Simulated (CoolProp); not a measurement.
Aqueous propylene glycol as a coolant, 31 % by mass, freezing at -13.4 °C, 1 atm.

Values from CoolProp's Melinder's fits for secondary coolants.

| T (°C) | density (kg/m³) | conductivity (W/(m K)) | Prandtl number | cp (kJ/(kg K)) |
|---|---|---|---|---|
| -7.5 | 1035 | 0.419 | [?] | 3.767 |
| -1.2 | [?] | 0.423 | [?] | 3.785 |
| 5.2 | 1031 | 0.428 | 51.4 | 3.802 |
| 11.6 | [?] | [?] | 38.2 | 3.820 |
| 17.9 | [?] | 0.438 | 29.3 | 3.838 |
| 24.3 | 1023 | 0.443 | 22.9 | 3.855 |
| 30.7 | 1019 | 0.448 | 18.4 | 3.873 |

Task: Some entries are withheld; supply them.

Result: 
- -7.5, Prandtl number: 102
- -1.2, density (kg/m³): 1033
- -1.2, Prandtl number: 71.3
- 11.6, density (kg/m³): 1028
- 11.6, conductivity (W/(m K)): 0.433
- 17.9, density (kg/m³): 1026
